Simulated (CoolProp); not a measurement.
Vapour-liquid equilibrium of n-perfluoropentane (1) + n-pentane (2) at 313.5 K; x and y are mole fractions of (1).

Model: multi-fluid Helmholtz-energy mixture model, Gao 2022 and Thol 2019; pair parameters Bell 2016, in CoolProp.

| x | bubble pressure, mixture model (MPa) | bubble pressure, Raoult's law (MPa) | y, mixture model | y, Raoult's law |
|---|---|---|---|---|
| 0.05 | 0.1588 | 0.1186 | 0.284 | 0.063 |
| 0.2 | 0.2036 | 0.1235 | 0.477 | 0.242 |
| 0.35 | 0.2098 | 0.1283 | 0.507 | 0.407 |
| 0.5 | 0.2108 | 0.1332 | 0.520 | 0.561 |
| 0.65 | 0.2092 | 0.1380 | 0.555 | 0.703 |
| 0.8 | 0.1978 | 0.1429 | 0.644 | 0.836 |
| 0.95 | 0.1659 | 0.1477 | 0.865 | 0.960 |

The largest gap from Raoult's law is +64.9 % in bubble pressure, at x = 0.2. y crosses x between x = 0.5 and 0.65: the model has an azeotrope there.

Pair parameters are fitted to limited data, so mixtures are less certain than the pure fluids. With so large a gap from Raoult's law the liquid may split in two, which this calculation doesn't test in full.
